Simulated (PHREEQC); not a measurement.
A solution holds 0.0073 mol NH4Br per kg of water, at 25 °C. Closed to the air; pH follows from the charge balance.

The numbers come from PHREEQC with the ion-association model, phreeqc.dat.

| quantity | before | after |
|---|---|---|
| pH | 5.73 | 6.20 |
| NH3 (mol/kgw) | 2.02e-6 | 6.36e-7 |

### Question
Name the change that produced these shifts.
A) NH4Br replaced by NH4HS at the same molality
B) NH4Br from 0.0073 to 0.0109 mol/kgw
C) NH4Br from 0.0073 to 0.073 mol/kgw
D) diluted 10-fold with water
E) NH4Br from 0.0073 to 0.0365 mol/kgw

### Answer
D, diluted 10-fold with water

Precipitation was switched off in this run.
